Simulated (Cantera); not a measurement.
An isothermal, constant-pressure homogeneous reactor starts with C₂H₆ : N₂ = 1 : 4.9 (molar parts), at 1650 K and 0.00375 atm. Integrator tolerance rtol = 1e-08.

Cantera simulation using GRI-Mech 3.0 (53 species, 325 reactions); the numbers are that mechanism's predictions, not measurements. GRI-Mech 3.0 stops at C3 and has no aromatics, soot or wall deposition, so with more carbon than oxygen in the feed, carbon stays in small species such as C2H2 where larger ones or solid carbon would form. Radical loss at walls, strong at low pressure, is not modelled.

Problem. What does this change do: C2H6 1 to 0.69 parts?

Solution. 
```csv
quantity,before,after
x(C₂H₆) at 10.0 s,8.38e-8 (gas-phase equilibrium 1.44e-11),6.75e-8 (gas-phase equilibrium 6.10e-12)
x(H₂) at 10.0 s,0.249 (gas-phase equilibrium 0.253),0.194 (gas-phase equilibrium 0.198)
x(CH₃) at 10.0 s,0.000130 (gas-phase equilibrium 1.50e-6),0.000115 (gas-phase equilibrium 9.77e-7)
x(H) at 10.0 s,0.000536 (gas-phase equilibrium 0.000746),0.000442 (gas-phase equilibrium 0.000660)
x(C₂H₄) at 10.0 s,1.45e-5 (gas-phase equilibrium 4.90e-6),1.06e-5 (gas-phase equilibrium 2.66e-6)
x(CH₂) at 10.0 s,2.67e-7 (gas-phase equilibrium 4.36e-9),2.49e-7 (gas-phase equilibrium 3.21e-9)
x(C₂H) at 10.0 s,1.18e-6 (gas-phase equilibrium 9.12e-7),9.72e-7 (gas-phase equilibrium 7.15e-7)
```
